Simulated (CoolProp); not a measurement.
R236EA along the isotherm 412 K: Z from the reference equation and from simpler models built on Tc = 412.4 K, pc = 3.414 MPa, ω = 0.368; each cubic takes its own stable root.

Values from CoolProp's reference Helmholtz-energy equation of state, Rui 2013.

| p (MPa) | phase | reference | Redlich-Kwong | Peng-Robinson |
|---|---|---|---|---|
| 0.429 | gas | 0.9553 | 0.9558 | 0.9510 |
| 0.857 | gas | 0.9078 | 0.9089 | 0.8995 |
| 1.29 | gas | 0.8559 | 0.8579 | 0.8440 |
| 1.71 | gas | 0.8004 | 0.8038 | 0.7857 |
| 2.14 | gas | 0.7363 | 0.7416 | 0.7196 |
| 2.57 | gas | 0.6600 | 0.6686 | 0.6430 |
| 3 | gas | 0.5590 | 0.5738 | 0.5452 |
| 3.86 | liquid | 0.1998 | 0.2527 | 0.2282 |
| 4.29 | liquid | 0.2118 | 0.2612 | 0.2356 |
| 4.71 | liquid | 0.2256 | 0.2737 | 0.2465 |
| 5.14 | liquid | 0.2405 | 0.2880 | 0.2592 |
| 5.57 | liquid | 0.2557 | 0.3031 | 0.2726 |
| 6 | liquid | 0.2710 | 0.3185 | 0.2864 |
